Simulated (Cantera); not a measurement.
**Equilibrium for nitride etching: BN + O₂ + N₂**

A closed system holds: 1 mol BN, 17 mol O₂, 4.5 mol N₂, equilibrated at 0.0960 bar.

These are equilibrium values from Cantera (NASA tables, ideal gas, pure condensed phases), not measurements of a reactor. Candidate condensed phases: B, BN, B₂O₃; 17 gas species. Rates play no part.

| T (K) | x O₂ | x N₂ | x B₂O₃ | x BO₂ | x NO | n B₂O₃(l) |
|---|---|---|---|---|---|---|
| 750 | 0.765 | 0.235 | <1e-12 | <1e-12 | 8.36e-7 | 0.500 |
| 850 | 0.765 | 0.235 | <1e-12 | <1e-12 | 4.69e-6 | 0.500 |
| 950 | 0.765 | 0.235 | 2.79e-12 | 1.23e-11 | 1.83e-5 | 0.500 |
| 1050 | 0.765 | 0.235 | 3.40e-10 | 6.90e-10 | 5.51e-5 | 0.500 |
| 1150 | 0.765 | 0.235 | 1.73e-8 | 1.90e-8 | 0.000137 | 0.500 |
| 1250 | 0.765 | 0.235 | 4.59e-7 | 3.04e-7 | 0.000294 | 0.500 |
| 1350 | 0.764 | 0.235 | 7.32e-6 | 3.19e-6 | 0.000564 | 0.500 |
| 1450 | 0.764 | 0.235 | 7.83e-5 | 2.40e-5 | 0.000989 | 0.498 |
| 1550 | 0.763 | 0.234 | 0.000607 | 0.000138 | 0.00161 | 0.486 |
| 1650 | 0.760 | 0.233 | 0.00362 | 0.000638 | 0.00247 | 0.416 |
| 1750 | 0.747 | 0.229 | 0.0174 | 0.00245 | 0.00355 | 0.0954 |
| 1850 | 0.742 | 0.227 | 0.0207 | 0.00443 | 0.00495 | 0 |
| 1950 | 0.740 | 0.226 | 0.0196 | 0.00675 | 0.00669 | 0 |
| 2050 | 0.736 | 0.225 | 0.0180 | 0.00974 | 0.00876 | 0 |
x: gas mole fraction; n: condensed amount in mol.

From 750 K to 1750 K the condensed part is B₂O₃(l). From 1850 K to 2050 K nothing is condensed.
